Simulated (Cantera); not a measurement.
A freely propagating, adiabatic, planar premixed flame of CH4 : O2 : N2 = 1 : 1.54 : 5.78 (molar parts), unburnt at 475 K and 500000 Pa; mixture-averaged transport, grid criteria slope 0.08 and curve 0.16, no radiation.

Model: GRI-Mech 3.0 (53 species, 325 reactions), integrated in Cantera. Burning velocities carry a grid error of a few per cent, more on coarse grids.

**Question.** Predict: laminar burning velocity; thermal thickness; peak x(CH2); peak x(O); peak x(C2H6); peak x(CH2O).

**Answer.** 
```json
{
 "laminar_burning_velocity": "26.5 cm/s",
 "thermal_thickness": "0.186 mm",
 "peak x(CH2)": "3.62e-5",
 "peak x(O)": "9.07e-5",
 "peak x(C2H6)": "0.00116",
 "peak x(CH2O)": "0.00128"
}
```
